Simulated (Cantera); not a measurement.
A Cantera script and its output.

```python
import numpy as np
import cantera as ct

gas = ct.Solution("gri30.yaml")
gas.TPX = 1298, 5200, {'N2O': 1, 'H2': 0.018, 'N2': 2}
inlet = ct.Reservoir(gas, clone=True)

reactor = ct.IdealGasConstPressureReactor(gas, energy="off", clone=False)
exhaust = ct.Reservoir(gas, clone=True)
tau = [16, 3, 0.59, 0.12, 0.023, 0.0044, 0.00087][0]
for a, b in ((inlet, reactor), (reactor, exhaust)):
    ct.MassFlowController(a, b, mdot=lambda t: reactor.mass / tau)
net = ct.ReactorNet([reactor])
show = ['N2O', 'H2', 'OH', 'NO', 'O2']

rows = []
print(f"{'tau/s':>10s}{'T/K':>9s}" + "".join(f"{s:>11s}" for s in show))
for tau in [16, 3, 0.59, 0.12, 0.023, 0.0044, 0.00087]:
    net.initial_time = 0.0
    net.advance(30 * tau)
    before = gas.X
    net.advance(40 * tau)
    drift = np.max(np.abs(gas.X - before) / (gas.X + 1e-9))
    rows.append([gas.T, *gas[show].X, drift])
    print(f"{tau:10.3e}{gas.T:9.1f}" + "".join(f"{x:11.3e}" for x in gas[show].X))
```

Result:

```
     tau/s      T/K        N2O         H2         OH         NO         O2
 1.600e+01   1298.0  7.560e-02  1.010e-05  2.211e-05  2.820e-02  9.327e-02
 3.000e+00   1298.0  1.991e-01  5.027e-05  2.481e-05  1.463e-02  4.695e-02
 5.900e-01   1298.0  2.893e-01  2.172e-04  2.986e-05  4.210e-03  1.344e-02
 1.200e-01   1298.0  3.180e-01  7.874e-04  3.751e-05  9.385e-04  2.984e-03
 2.300e-02   1298.0  3.263e-01  2.435e-03  4.382e-05  2.122e-04  5.468e-04
 4.400e-03   1298.0  3.300e-01  4.939e-03  3.256e-05  5.224e-05  8.103e-05
 8.700e-04   1298.0  3.312e-01  5.878e-03  1.088e-05  6.754e-06  1.172e-05
```

Detailed kinetics in Cantera: GRI-Mech 3.0 (53 species, 325 reactions). GRI-Mech 3.0 was tuned for natural gas; its chemistry of N2O as a main component is partial and can be far from experiment. The mechanism lacks the step 2 NO + O2 → 2 NO2, which can matter for NO2 below about 1400 K. The temperature is held fixed by assumption; the heat of reaction is taken as removed at once.
